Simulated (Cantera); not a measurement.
A perfectly stirred reactor is fed with CH4 : CO : O2 : N2 = 0.8 : 0.043 : 3.89 : 12.1 (molar parts), equivalence ratio 0.42, at 0.987 atm; it is adiabatic with a 525 K inlet, and is followed from long to short residence time, starting on the burning branch (τ in s: 0.024, 0.012, 0.0064, 0.0033, 0.0017, 0.00088, 0.00045, 0.00023, 0.00012, 6.2e-05, 3.2e-05, 1.6e-05, 8.4e-06).

Detailed kinetics in Cantera: GRI-Mech 3.0 (53 species, 325 reactions).

Question: Predict: blow-out, bracketed by the residence times tried; x(CH4) at τ = 24.0 ms; x(CO) at τ = 24.0 ms; x(O2) at τ = 24.0 ms; x(H2O) at τ = 24.0 ms; x(C2H2) at τ = 24.0 ms; x(CH4) at τ = 0.450 ms; x(CO) at τ = 0.450 ms; x(O2) at τ = 0.450 ms; x(H2O) at τ = 0.450 ms; x(C2H2) at τ = 0.450 ms.

Answer: blow-out, bracketed by the residence times tried: burning at 0.450 ms, out at 0.230 ms
x(CH4) at τ = 24.0 ms: 4.10e-5
x(CO) at τ = 24.0 ms: 0.000732
x(O2) at τ = 24.0 ms: 0.135
x(H2O) at τ = 24.0 ms: 0.0944
x(C2H2) at τ = 24.0 ms: 1.67e-9
x(CH4) at τ = 0.450 ms: 0.000979
x(CO) at τ = 0.450 ms: 0.0134
x(O2) at τ = 0.450 ms: 0.142
x(H2O) at τ = 0.450 ms: 0.0895
x(C2H2) at τ = 0.450 ms: 1.92e-8
